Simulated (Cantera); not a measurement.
An isothermal, constant-pressure homogeneous reactor starts with H2 : O2 : N2 = 0.022 : 1 : 1.4 (molar parts), equivalence ratio 0.011, at 1225 K and 0.00385 atm. Integrator tolerance rtol = 1e-08.

Cantera simulation using the H2/O2 subset of GRI-Mech 3.0, which has no nitrogen chemistry; the numbers are that mechanism's predictions, not measurements. Radical loss at walls, strong at low pressure, is not modelled.

Task: What does this change do: H2 0.022 to 0.0026 parts?

Result: 
```tsv
quantity	before	after
x(H2) at 1.00 s	5.59e-5 (gas-phase equilibrium 4.85e-9)	1.21e-6 (gas-phase equilibrium 5.72e-10)
x(O2) at 1.00 s	0.406 (gas-phase equilibrium 0.410)	0.415 (gas-phase equilibrium 0.416)
x(H2O2) at 1.00 s	4.31e-9 (gas-phase equilibrium 1.09e-11)	4.90e-10 (gas-phase equilibrium 1.30e-12)
x(HO2) at 1.00 s	1.72e-7 (gas-phase equilibrium 2.20e-9)	3.08e-8 (gas-phase equilibrium 7.64e-10)
x(H2O) at 1.00 s	0.00849 (gas-phase equilibrium 0.00912)	0.00103 (gas-phase equilibrium 0.00108)
```
